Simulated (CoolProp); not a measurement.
Vapour-liquid equilibrium of n-octane (1) + m-xylene (2) at 20.15 °C; x and y are mole fractions of (1).

Model: multi-fluid Helmholtz-energy mixture model, Beckmüller 2019 and Zhou 2012; pair parameters Bell 2016, in CoolProp.

Task: Give the bubble pressure and the first vapour's composition at x = 0.05, 0.35, 0.65. Is there an azeotrope?

Result: x = 0.05: 0.0008781 MPa, y = 0.092; x = 0.35: 0.001082 MPa, y = 0.487; x = 0.65: 0.001250 MPa, y = 0.750. No azeotrope shows between x = 0.05 and 0.95.

The pair parameters rest on a limited set of measurements; away from them the model extrapolates.
